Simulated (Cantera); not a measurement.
A freely propagating, adiabatic, planar premixed flame of H2 : O2 : N2 = 1 : 0.357 : 1.34 (molar parts), unburnt at 523 K and 640000 Pa; mixture-averaged transport, grid criteria slope 0.08 and curve 0.16, no radiation.

Computed with Cantera and the H2/O2 subset of GRI-Mech 3.0, which has no nitrogen chemistry. The hydrogen kinetics of GRI-Mech 3.0 are dated; newer H2 mechanisms differ, most at raised pressure. Burning velocities carry a grid error of a few per cent, more on coarse grids.

x: mole fraction of selected species; z is measured from the peak of heat release.

```tsv
z (mm)	T (K)	u (m/s)	x H2	x O2	x H	x O	x HO2	x H2O2
-0.117	523	6.96	0.371	0.132	<1e-8	<1e-8	<1e-8	<1e-8
-0.0778	523	6.96	0.371	0.132	<1e-8	<1e-8	<1e-8	<1e-8
-0.0584	523	6.96	0.371	0.132	<1e-8	<1e-8	2.15e-8	<1e-8
-0.0389	524	6.96	0.370	0.133	<1e-8	…	1.16e-6	3.12e-8
-0.0195	568	7.43	0.357	0.134	3.15e-5	…	0.000461	1.61e-5
-0.00973	874	11.0	0.315	0.127	0.00310	…	0.000995	9.30e-5
0	1348	16.4	0.237	0.0938	0.0196	…	0.000441	3.24e-5
0.00973	1690	20.4	0.163	0.0469	0.0390	0.00450	0.000193	4.94e-6
0.0195	1874	22.5	0.126	0.0200	0.0462	0.00447	7.66e-5	2.81e-6
0.0389	2044	24.3	0.110	0.00582	0.0420	…	2.10e-5	1.53e-6
0.0778	2190	25.8	0.111	0.00246	0.0305	…	8.65e-6	8.55e-7
0.156	2305	26.9	0.113	0.00121	0.0201	…	4.05e-6	5.07e-7
0.311	2387	27.7	0.115	0.000510	0.0124	…	1.58e-6	2.83e-7
```

Question: Some entries are withheld; supply them.

Answer: 
- -0.0389, x O: 3.47e-8
- -0.0195, x O: 7.88e-6
- -0.00973, x O: 0.000288
- 0, x O: 0.00236
- 0.0389, x O: 0.00342
- 0.0778, x O: 0.00207
- 0.156, x O: 0.00102
- 0.311, x O: 0.000425
